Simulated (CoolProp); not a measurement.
Vapour-liquid equilibrium of R152A (1) + methanol (2) at 41.35 °C; x and y are mole fractions of (1).

Model: multi-fluid Helmholtz-energy mixture model, Outcalt 1996 and de Reuck 1993; pair parameters Bell 2016, in CoolProp.

Q: Give the bubble pressure and the first vapour's composition at x = 0.35, 0.5, 0.95. Is there an azeotrope?

A: x = 0.35: 537.1 kPa, y = 0.932; x = 0.5: 602.5 kPa, y = 0.943; x = 0.95: 894.5 kPa, y = 0.992. No azeotrope shows between x = 0.05 and 0.95.

The pair parameters rest on a limited set of measurements; away from them the model extrapolates. With so large a gap from Raoult's law the liquid may split in two, which this calculation doesn't test in full.
